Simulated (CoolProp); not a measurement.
A closed Brayton cycle with carbon dioxide: compressor inlet 312.15 K and 7.5 MPa, high pressure 16.3 MPa, turbine inlet 850 K, compressor efficiency 0.8, turbine efficiency 0.9, recuperator effectiveness 0.9 (on enthalpy, no pinch check). Each further row changes one setting.

The numbers come from the reference Helmholtz-energy equation of state, Span 1996 in CoolProp.

| case | thermal efficiency (%) | net work (kJ/kg) | compressor to turbine work | compressor exit (K) | turbine exit (K) |
|---|---|---|---|---|---|
| as stated | 32.1 | 71.6 | 0.33 | 373.0 | 755.3 |
| turbine inlet 800 K | 30.7 | 64.7 | 0.35 | 373.0 | 708.8 |
| compressor inlet 322.15 K | 31.2 | 65.0 | 0.39 | 389.8 | 755.3 |
| high pressure 13.9 MPa | 29.8 | 58.9 | 0.31 | 360.1 | 774.3 |
| recuperator effectiveness 0.5 | 17.9 | 71.6 | 0.33 | 373.0 | 755.3 |
